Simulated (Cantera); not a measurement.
Input (Python, Cantera):

```python
import numpy as np
import cantera as ct

gas = ct.Solution("gri30.yaml", transport_model="mixture-averaged")
show = ['CH4', 'CH3', 'H2O']

rows = []
print(f"{'T/K':>7s}{'rho':>11s}{'cp':>10s}{'mu':>11s}{'lambda':>11s}{'Pr':>7s}" + "".join(f"{'D_' + s:>11s}" for s in show))
for T in [400, 550, 700, 850, 1000, 1150]:
    gas.TPX = T, 2666, {'C2H2': 0.95, 'CH3OH': 0.89, 'CO2': 0.29}
    Pr = gas.cp_mass * gas.viscosity / gas.thermal_conductivity
    D = [gas.mix_diff_coeffs_mole[gas.species_index(s)] for s in show]
    rows.append([gas.density, gas.cp_mass, gas.viscosity, gas.thermal_conductivity, Pr, *D])
    print(f"{T:7g}{gas.density:11.4e}{gas.cp_mass:10.1f}{gas.viscosity:11.4e}"
          f"{gas.thermal_conductivity:11.4e}{Pr:7.3f}" + "".join(f"{d:11.4e}" for d in D))
print("SI units: kg/m3, J/kg/K, Pa s, W/m/K, m2/s")
```

It prints:

```
    T/K        rho        cp         mu     lambda     Pr      D_CH4      D_CH3      D_H2O
    400 2.4845e-02    1597.7 1.4260e-05 3.0875e-02  0.738 1.1068e-03 1.1113e-03 1.0905e-03
    550 1.8069e-02    1872.0 1.9058e-05 4.8071e-02  0.742 1.9770e-03 1.9861e-03 2.0414e-03
    700 1.4197e-02    2094.1 2.3416e-05 6.5699e-02  0.746 3.0313e-03 3.0464e-03 3.2378e-03
    850 1.1692e-02    2268.9 2.7408e-05 8.3147e-02  0.748 4.2510e-03 4.2732e-03 4.6520e-03
   1000 9.9379e-03    2424.6 3.1100e-05 1.0019e-01  0.753 5.6228e-03 5.6530e-03 6.2634e-03
   1150 8.6417e-03    2550.4 3.4547e-05 1.1673e-01  0.755 7.1368e-03 7.1760e-03 8.0565e-03
SI units: kg/m3, J/kg/K, Pa s, W/m/K, m2/s
```

Detailed kinetics in Cantera: GRI-Mech 3.0 (53 species, 325 reactions). Polar gases are described roughly by these parameters. The composition is frozen, though it would react at the higher temperatures.
